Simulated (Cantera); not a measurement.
An isothermal, constant-pressure homogeneous reactor starts with N2O = 1 (molar parts), at 1225 K and 0.434 atm.

Model: GRI-Mech 3.0 (53 species, 325 reactions), integrated in Cantera. GRI-Mech 3.0 was tuned for natural gas; its chemistry of N2O as a main component is partial and can be far from experiment. The mechanism lacks the step 2 NO + O2 → 2 NO2, which can matter for NO2 below about 1400 K. The temperature is held fixed by assumption; the heat of reaction is taken as removed at once.

Predict: x(N2O) at 200 s; x(NO) at 200 s; x(O2) at 200 s; x(NO2) at 200 s; x(O) at 200 s.


```json
{
  "x(N2O) at 200 s": "9.52e-7 (gas-phase equilibrium 1.16e-8)",
  "x(NO) at 200 s": "0.0619 (gas-phase equilibrium 0.000275)",
  "x(O2) at 200 s": "0.302 (gas-phase equilibrium 0.333)",
  "x(NO2) at 200 s": "0.000736 (gas-phase equilibrium 3.44e-6)",
  "x(O) at 200 s": "3.51e-8 (gas-phase equilibrium 3.69e-8)"
}
```
